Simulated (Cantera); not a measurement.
What does this Cantera script print?

```python
import numpy as np
import cantera as ct

gas_names = """
    H HO2 H2 H2O H2O2 O OH O2 O3 Pb PbO Pb2
""".split()
cond_names = """
    H2O(s) H2O(L) Pb(cr) Pb(L) PbO(rd) PbO(yw) PbO(L) PbO2(s) Pb3O4(s)
""".split()


# ... load() reads the species with a 1 bar reference pressure and builds the phases ...
atoms = {
    'PbO': {'Pb': 1, 'O': 1},
    'H2O': {'H': 2, 'O': 1},
    'O2': {'O': 2},
}
top_T = {'Pb3O4(s)': 820}  # K; cautious upper limits of use, not melting points


# ... equilibrate(T, P, feed) seeds the gas with the atoms and calls Mixture.equilibrate('TP', solver="vcs", rtol=1e-11, max_steps=5000) ...
results = []
feed = {'PbO': 1, 'H2O': 0.97, 'O2': 0.061}  # mol
P = 690000  # Pa
for T in [725, 775, 825, 875, 925, 975, 1025, 1075, 1125]:
    mix = equilibrate(T, P, feed)
    results.append((T, P, feed, dict(zip(mix.species_names, mix.species_moles))))

top = {s: max(r[3][s] / sum(r[3][g] for g in gas_names) for r in results) for s in gas_names}
cols = sorted((s for s in top if top[s] > 0.001), key=lambda s: -top[s])[:5]
seen = [c for c in cond_names if any(r[3].get(c, 0) > 1e-12 for r in results)]
print("log10 of partial pressures in bar; condensed amounts in mol")
print(f"{'T/K':>10s}" + "".join(f"{s[:9]:>10s}" for s in cols + seen))
for T, P, feed, n in results:
    ng = sum(n[g] for g in gas_names)
    print(f"{T:10.4g}" + "".join(f"{np.log10(max(n[s] / ng * P / 1e5, 1e-99)):10.3f}" for s in cols)
          + "".join(f"{n.get(c, 0):10.4g}" for c in seen))
```

It prints:

```
log10 of partial pressures in bar; condensed amounts in mol
       T/K       H2O        O2   PbO(rd)   PbO(yw)
       725     0.812    -0.389         1         0
       775     0.812    -0.389         0         1
       825     0.812    -0.389         0         1
       875     0.812    -0.389         0         1
       925     0.812    -0.389         0         1
       975     0.812    -0.389         0         1
      1025     0.812    -0.389         0         1
      1075     0.812    -0.389         0         1
      1125     0.812    -0.389         0         1
```

Equilibrium computed with Cantera from the NASA thermochemical tables; the gas is ideal and each condensed phase is pure.
